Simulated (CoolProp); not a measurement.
Vapour-liquid equilibrium of R1234ze(E) (1) + n-pentane (2) at -9.95 °C; x and y are mole fractions of (1).

Model: multi-fluid Helmholtz-energy mixture model, Thol 2016 and Thol 2019; pair parameters Bell 2016, in CoolProp.

```csv
x,"bubble pressure, mixture model (kPa)","bubble pressure, Raoult's law (kPa)","y, mixture model","y, Raoult's law"
0.05,35.70,21.86,0.589,0.338
0.2,80.50,41.73,0.837,0.708
0.35,105.4,61.61,0.887,0.839
0.5,118.3,81.48,0.908,0.907
0.65,126.3,101.4,0.922,0.947
0.8,134.1,121.2,0.940,0.975
0.95,144.0,141.1,0.978,0.995
```

The largest gap from Raoult's law is +92.9 % in bubble pressure, at x = 0.2. No azeotrope shows between x = 0.05 and 0.95.

Pair parameters are fitted to limited data, so mixtures are less certain than the pure fluids. With so large a gap from Raoult's law the liquid may split in two, which this calculation doesn't test in full.
